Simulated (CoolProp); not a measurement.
Octamethylcyclotetrasiloxane (D4) along the isotherm 620 K: density (kg/m³) from the reference equation and from simpler models built on Tc = 586.5 K, pc = 1.347 MPa, ω = 0.598; each cubic takes its own stable root.

The numbers come from the reference Helmholtz-energy equation of state, Thol 2015 in CoolProp.

```tsv
p (MPa)	phase	reference	ideal gas	van der Waals	Redlich-Kwong	Soave-Redlich-Kwong	Peng-Robinson
0.00639	gas	0.3682	0.3677	0.3681	0.3682	0.3682	0.3682
0.00995	gas	0.5737	0.5725	0.5736	0.5738	0.5737	0.5738
0.0155	gas	0.8948	0.8919	0.8945	0.8949	0.8947	0.8950
0.0241	gas	1.394	1.387	1.393	1.394	1.394	1.394
0.0376	gas	2.181	2.163	2.179	2.181	2.180	2.182
0.0585	gas	3.408	3.366	3.405	3.409	3.407	3.412
0.0911	gas	5.346	5.242	5.337	5.348	5.341	5.354
0.142	gas	8.427	8.171	8.406	8.433	8.416	8.449
0.221	gas	13.36	12.72	13.30	13.37	13.33	13.41
0.344	gas	21.42	19.79	21.29	21.46	21.33	21.54
0.535	gas	35.04	30.78	34.71	35.14	34.78	35.33
0.834	gas	59.86	47.99	59.17	60.28	59.03	60.54
1.3	gas	112.9	74.80	114.3	116.3	109.5	114.3
2.02	supercritical	294.6	116.2	302.9	319.4	258.7	276.6
```
